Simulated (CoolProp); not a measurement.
Computed with CoolProp (reference Helmholtz-energy equation of state, Platzer 1990). This equation is an older, rougher fit; its heat capacities, sound speeds and derivatives of the liquid may be far off and weren't checked against measurements.

Question: Give the vapour pressure (bar), liquid density (kg/m³), vapour density (kg/m³), liquid viscosity (µPa s) of saturated CF4 (R14) at -116.75 °C.

Answer: 
```tsv
T (°C)	p (bar)	liquid density (kg/m³)	vapour density (kg/m³)	liquid viscosity (µPa s)
-116.75	2.10	1540	15.2	192
```

Viscosity comes from a separate model (Huber 2003), an estimate that may be off by 10 % or more.
